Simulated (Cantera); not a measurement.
A Cantera script and what it prints.

```python
import numpy as np
import cantera as ct

gas_names = """
    H H2 N NH NH2 NH3 N2 N2H2 N2H4 Si SiH SiH2 SiH3 SiH4 SiN Si2 Si2N Si3
""".split()
cond_names = """
    Si(cr) Si(L) Si3N4(a)
""".split()


# ... load() reads the species with a 1 bar reference pressure and builds the phases ...
atoms = {
    'SiH4': {'Si': 1, 'H': 4},
    'NH3': {'N': 1, 'H': 3},
    'H2': {'H': 2},
}
top_T = {'Si3N4(a)': 2400}  # K; cautious upper limits of use, not melting points


# ... equilibrate(T, P, feed) seeds the gas with the atoms and calls Mixture.equilibrate('TP', solver="vcs", rtol=1e-11, max_steps=5000) ...
results = []
feed = {'SiH4': 1, 'NH3': 0.16, 'H2': 1.7}  # mol
P = 12000  # Pa
for T in [1573, 1598, 1623, 1648, 1673, 1698, 1723, 1748, 1773, 1798, 1823, 1848, 1873, 1898]:
    mix = equilibrate(T, P, feed)
    results.append((T, P, feed, dict(zip(mix.species_names, mix.species_moles))))

top = {s: max(r[3][s] / sum(r[3][g] for g in gas_names) for r in results) for s in gas_names}
cols = sorted((s for s in top if top[s] > 0.0001), key=lambda s: -top[s])[:9]
seen = [c for c in cond_names if any(r[3].get(c, 0) > 1e-12 for r in results)]
print("log10 of partial pressures in bar; condensed amounts in mol")
print(f"{'T/K':>10s}" + "".join(f"{s[:9]:>10s}" for s in cols + seen))
for T, P, feed, n in results:
    ng = sum(n[g] for g in gas_names)
    print(f"{T:10.4g}" + "".join(f"{np.log10(max(n[s] / ng * P / 1e5, 1e-99)):10.3f}" for s in cols)
          + "".join(f"{n.get(c, 0):10.4g}" for c in seen))
```

It prints:

```
log10 of partial pressures in bar; condensed amounts in mol
       T/K        H2        N2         H        Si    Si(cr)     Si(L)  Si3N4(a)
      1573    -0.922    -3.730    -4.852    -7.260    0.8892         0   0.03694
      1598    -0.922    -3.539    -4.735    -7.029    0.8942         0   0.03524
      1623    -0.923    -3.354    -4.622    -6.806    0.9018         0   0.03271
      1648    -0.923    -3.176    -4.512    -6.589     0.913         0   0.02898
      1673    -0.925    -3.002    -4.406    -6.379    0.9294         0   0.02352
      1698    -0.926    -2.823    -4.303    -6.183         0    0.9549     0.015
      1723    -0.930    -2.626    -4.204    -6.007         0    0.9988 0.0003715
      1748    -0.930    -2.622    -4.106    -5.837         0    0.9998         0
      1773    -0.930    -2.622    -4.011    -5.672         0    0.9998         0
      1798    -0.930    -2.622    -3.918    -5.511         0    0.9997         0
      1823    -0.930    -2.622    -3.828    -5.355         0    0.9996         0
      1848    -0.930    -2.622    -3.741    -5.203         0    0.9995         0
      1873    -0.930    -2.622    -3.655    -5.055         0    0.9994         0
      1898    -0.931    -2.623    -3.572    -4.911         0    0.9992         0
```

These are equilibrium values from Cantera (NASA tables, ideal gas, pure condensed phases), not measurements of a reactor. Mutual solubility and eutectic melting of coexisting phases are not modelled. Gases not in the tables: Si2H6 and higher silanes.
